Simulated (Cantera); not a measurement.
A Cantera script and what it prints.

```python
import numpy as np
import cantera as ct

gas_names = """
    CL CL2 H HCL H2 N NH NH2 NH3 N2 N2H2 N2H4 Si SiCL SiCL2 SiCL3 SiCL4 SiH SiHCL3 SiH2 SiH2CL2 SiH3
    SiH3CL SiH4 SiN Si2 Si2N Si3
""".split()
cond_names = """
    NH4CL(a) NH4CL(b) Si(cr) Si(L) Si3N4(a)
""".split()


# ... load() reads the species with a 1 bar reference pressure and builds the phases ...
atoms = {
    'SiH2Cl2': {'Si': 1, 'H': 2, 'CL': 2},
    'NH3': {'N': 1, 'H': 3},
    'H2': {'H': 2},
}
top_T = {'Si3N4(a)': 2400}  # K; cautious upper limits of use, not melting points


# ... equilibrate(T, P, feed) seeds the gas with the atoms and calls Mixture.equilibrate('TP', solver="vcs", rtol=1e-11, max_steps=5000) ...
results = []
P = 31000  # Pa
for T in [1773, 1798, 1823, 1848, 1873, 1898, 1923, 1948, 1973, 1998, 2023, 2048, 2073, 2098]:
    for m in [5.8, 6.8, 8, 9.4, 11, 13, 15, 18, 21, 25, 29, 34]:
        feed = {'SiH2Cl2': 1, 'NH3': 0.61, 'H2': m}  # mol
        mix = equilibrate(T, P, feed)
        results.append((T, P, feed, dict(zip(mix.species_names, mix.species_moles))))

for T, P, feed, n in results:
    print(f"{T:7g} {feed['H2']:10.4g}  " + (" + ".join(c for c in cond_names if n.get(c, 0) > 1e-12) or "gas only"))
```

Output:

```
   1773        5.8  Si(L) + Si3N4(a)
   1773        6.8  Si(L) + Si3N4(a)
   1773          8  Si(L) + Si3N4(a)
   1773        9.4  Si(L) + Si3N4(a)
   1773         11  Si(L) + Si3N4(a)
   1773         13  Si(L) + Si3N4(a)
   1773         15  Si(L)
   1773         18  Si(L)
   1773         21  Si(L)
   1773         25  Si(L)
   1773         29  Si(L)
   1773         34  Si(L)
   1798        5.8  Si(L) + Si3N4(a)
   1798        6.8  Si(L) + Si3N4(a)
   1798          8  Si(L)
   1798        9.4  Si(L)
   1798         11  Si(L)
   1798         13  Si(L)
   1798         15  Si(L)
   1798         18  Si(L)
   1798         21  Si(L)
   1798         25  Si(L)
   1798         29  Si(L)
   1798         34  Si(L)
   1823        5.8  Si(L)
   1823        6.8  Si(L)
   1823          8  Si(L)
   1823        9.4  Si(L)
   1823         11  Si(L)
   1823         13  Si(L)
   1823         15  Si(L)
   1823         18  Si(L)
   1823         21  Si(L)
   1823         25  Si(L)
   1823         29  Si(L)
   1823         34  Si(L)
   1848        5.8  Si(L)
   1848        6.8  Si(L)
   1848          8  Si(L)
   1848        9.4  Si(L)
   1848         11  Si(L)
   1848         13  Si(L)
   1848         15  Si(L)
   1848         18  Si(L)
   1848         21  Si(L)
   1848         25  Si(L)
   1848         29  Si(L)
   1848         34  Si(L)
   1873        5.8  Si(L)
   1873        6.8  Si(L)
   1873          8  Si(L)
   1873        9.4  Si(L)
   1873         11  Si(L)
   1873         13  Si(L)
   1873         15  Si(L)
   1873         18  Si(L)
   1873         21  Si(L)
   1873         25  Si(L)
   1873         29  Si(L)
   1873         34  Si(L)
   1898        5.8  Si(L)
   1898        6.8  Si(L)
   1898          8  Si(L)
   1898        9.4  Si(L)
   1898         11  Si(L)
   1898         13  Si(L)
   1898         15  Si(L)
   1898         18  Si(L)
   1898         21  Si(L)
   1898         25  Si(L)
   1898         29  Si(L)
   1898         34  Si(L)
   1923        5.8  Si(L)
   1923        6.8  Si(L)
   1923          8  Si(L)
   1923        9.4  Si(L)
   1923         11  Si(L)
   1923         13  Si(L)
   1923         15  Si(L)
   1923         18  Si(L)
   1923         21  Si(L)
   1923         25  Si(L)
   1923         29  Si(L)
   1923         34  Si(L)
   1948        5.8  Si(L)
   1948        6.8  Si(L)
   1948          8  Si(L)
   1948        9.4  Si(L)
   1948         11  Si(L)
   1948         13  Si(L)
   1948         15  Si(L)
   1948         18  Si(L)
   1948         21  Si(L)
   1948         25  Si(L)
   1948         29  Si(L)
   1948         34  Si(L)
   1973        5.8  Si(L)
   1973        6.8  Si(L)
   1973          8  Si(L)
   1973        9.4  Si(L)
   1973         11  Si(L)
   1973         13  Si(L)
   1973         15  Si(L)
   1973         18  Si(L)
   1973         21  Si(L)
   1973         25  Si(L)
   1973         29  Si(L)
   1973         34  Si(L)
   1998        5.8  Si(L)
   1998        6.8  Si(L)
   1998          8  Si(L)
   1998        9.4  Si(L)
   1998         11  Si(L)
   1998         13  Si(L)
   1998         15  Si(L)
   1998         18  Si(L)
   1998         21  Si(L)
   1998         25  Si(L)
   1998         29  Si(L)
   1998         34  Si(L)
   2023        5.8  Si(L)
   2023        6.8  Si(L)
   2023          8  Si(L)
   2023        9.4  Si(L)
   2023         11  Si(L)
   2023         13  Si(L)
   2023         15  Si(L)
   2023         18  Si(L)
   2023         21  Si(L)
   2023         25  Si(L)
   2023         29  Si(L)
   2023         34  Si(L)
   2048        5.8  Si(L)
   2048        6.8  Si(L)
   2048          8  Si(L)
   2048        9.4  Si(L)
   2048         11  Si(L)
   2048         13  Si(L)
   2048         15  Si(L)
   2048         18  Si(L)
   2048         21  Si(L)
   2048         25  Si(L)
   2048         29  Si(L)
   2048         34  Si(L)
   2073        5.8  Si(L)
   2073        6.8  Si(L)
   2073          8  Si(L)
   2073        9.4  Si(L)
   2073         11  Si(L)
   2073         13  Si(L)
   2073         15  Si(L)
   2073         18  Si(L)
   2073         21  Si(L)
   2073         25  Si(L)
   2073         29  Si(L)
   2073         34  Si(L)
   2098        5.8  Si(L)
   2098        6.8  Si(L)
   2098          8  Si(L)
   2098        9.4  Si(L)
   2098         11  Si(L)
   2098         13  Si(L)
   2098         15  Si(L)
   2098         18  Si(L)
   2098         21  Si(L)
   2098         25  Si(L)
   2098         29  Si(L)
   2098         34  Si(L)
```

Method: chemical equilibrium by Gibbs-energy minimisation in Cantera with the NASA 1993 tables (ideal gas, pure condensed phases). Mutual solubility and eutectic melting of coexisting phases are not modelled. The tables' values for SiCl3 are old estimates.
